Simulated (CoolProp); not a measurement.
Properties of CH3F (R41) along the isotherm 238.9 K (Tc = 317.3 K, pc = 5.906 MPa, ω = 0.200).

Model: reference Helmholtz-energy equation of state, Lemmon 2006, in CoolProp. It is a short technical equation, of lower accuracy than the large ones.

```csv
p (MPa),phase,isothermal compressibility (1/MPa),expansivity (1/kK)
0.00934,gas,107.2,4.211
0.0166,gas,60.42,4.231
0.0295,gas,34.08,4.268
0.0525,gas,19.23,4.333
0.0934,gas,10.89,4.454
0.166,gas,6.216,4.682
0.295,gas,3.596,5.140
0.525,gas,(withheld),6.180
0.934,liquid,(withheld),3.373
1.66,liquid,0.003349,3.319
2.95,liquid,(withheld),3.229
```

Task: Some entries are withheld; supply them.

Result: 
- 0.525, isothermal compressibility (1/MPa): 2.143
- 0.934, isothermal compressibility (1/MPa): 0.003434
- 2.95, isothermal compressibility (1/MPa): 0.003209
